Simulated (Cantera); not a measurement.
Cantera run:

```python
import numpy as np
import cantera as ct

gas_names = """
    HCL BF3 BCL3 F2 H
""".split()
cond_names = """

""".split()


# ... load() reads the species with a 1 bar reference pressure and builds the phases ...
species = {s.name: s for s in load("nasa_gas.yaml", gas_names) + load("nasa_condensed.yaml", cond_names)}
# Each term lists the table entries of one substance; the one whose range holds T is used.
reactions = {
    '6 HCl(g) + 2 BF3(g) = 2 BCl3(g) + 3 F2(g) + 6 H(g)':
        [(-6, ['HCL']), (-2, ['BF3']), (2, ['BCL3']), (3, ['F2']), (6, ['H'])],
}


def pick(names, T):
    return next(species[n] for n in names if species[n].thermo.min_temp <= T <= species[n].thermo.max_temp)


results = []
for label, terms in reactions.items():
    print(label)
    print("     T/K   dH/kJ  dS/(J/K)   dG/kJ   log10 K")
    for T in [775, 800, 825, 850, 875]:
        used = [(nu, pick(names, T)) for nu, names in terms]
        dH = sum(nu * s.thermo.h(T) for nu, s in used) / 1e6
        dS = sum(nu * s.thermo.s(T) for nu, s in used) / 1e3
        dG = dH - T * dS / 1e3
        logK = -dG * 1e6 / (ct.gas_constant * T * np.log(10))
        results.append((label, T, dH, dS, dG, logK, [s.name for _, s in used]))
        print(f"{T:8g} {dH:8.1f} {dS:8.1f} {dG:8.1f} {logK:8.2f}")
```

It prints:

```
6 HCl(g) + 2 BF3(g) = 2 BCl3(g) + 3 F2(g) + 6 H(g)
     T/K   dH/kJ  dS/(J/K)   dG/kJ   log10 K
     775   3359.9    312.6   3117.6  -210.12
     800   3361.4    314.6   3109.8  -203.04
     825   3363.0    316.5   3101.9  -196.39
     850   3364.5    318.3   3093.9  -190.13
     875   3366.0    320.0   3085.9  -184.22
```

Source: NASA polynomial tables (part measured, part estimated), evaluated in Cantera. Condensed species are held in their standard states even where they would react or evaporate.
